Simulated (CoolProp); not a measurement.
Benzene along the isotherm 620 K: Z from the reference equation and from simpler models built on Tc = 562.0 K, pc = 49.06 bar, ω = 0.211; each cubic takes its own stable root.

Values from CoolProp's reference Helmholtz-energy equation of state, Thol 2012.

| p (bar) | phase | reference |
|---|---|---|
| 4.6 | gas | 0.9767 |
| 9.2 | gas | 0.9529 |
| 13.8 | gas | 0.9284 |
| 18.4 | gas | 0.9032 |
| 23 | gas | 0.8771 |
| 27.6 | gas | 0.8502 |
| 32.2 | gas | 0.8221 |
| 36.8 | gas | 0.7929 |
| 41.4 | gas | 0.7624 |
| 46 | gas | 0.7304 |
| 50.6 | supercritical | 0.6968 |
| 55.2 | supercritical | 0.6616 |
| 59.8 | supercritical | 0.6248 |
| 64.4 | supercritical | 0.5866 |
| 69 | supercritical | 0.5475 |
| 73.6 | supercritical | 0.5088 |

Task: How far does each simpler model (van der Waals, Soave-Redlich-Kwong) lie from the reference over these 16 states: mean and median of the absolute difference, and the worst?

Result: 
- van der Waals: mean 2.9 %, median 0.4 %, worst -11.8 % at 620 K and 69 bar
- Soave-Redlich-Kwong: mean 1.4 %, median 0.5 %, worst +6.7 % at 620 K and 73.6 bar
